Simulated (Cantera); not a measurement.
## Aluminium nitride and oxide growth: AlCl₃ + O₂ + N₂ + H₂O

Input: 1 mol AlCl₃, 2.7 mol O₂, 5.9 mol N₂, 2.7 mol H₂O, at 63.0 mbar.

Method: chemical equilibrium by Gibbs-energy minimisation in Cantera with the NASA 1993 tables (ideal gas, pure condensed phases). Candidate condensed phases: Al, AlCl₃, AlN, Al₂O₃, H₂O, NH₄Cl; 45 gas species. Condensed phases not in the tables: AlOCl. Rates play no part.

```csv
T (K),log p N₂,log p HCl,log p O₂,log p H₂O,log p Cl₂,log p Cl,n Al₂O₃(s)
723,-1.52,-2.10,-1.93,-2.01,-2.44,-7.11,0.500
798,-1.53,-2.00,-1.91,-2.07,-2.59,-6.34,0.500
873,-1.53,-1.94,-1.90,-2.11,-2.75,-5.73,0.500
948,-1.53,-1.90,-1.89,-2.14,-2.91,-5.22,0.500
1023,-1.53,-1.88,-1.89,-2.17,-3.08,-4.80,0.500
1098,-1.54,-1.87,-1.88,-2.18,-3.23,-4.45,0.500
1173,-1.54,-1.86,-1.88,-2.20,-3.39,-4.14,0.500
1248,-1.54,-1.85,-1.88,-2.20,-3.53,-3.88,0.500
```
log p: log10 of the partial pressure in bar; n: condensed amount in mol.

From 723 K to 1248 K the condensed part is Al₂O₃(s).
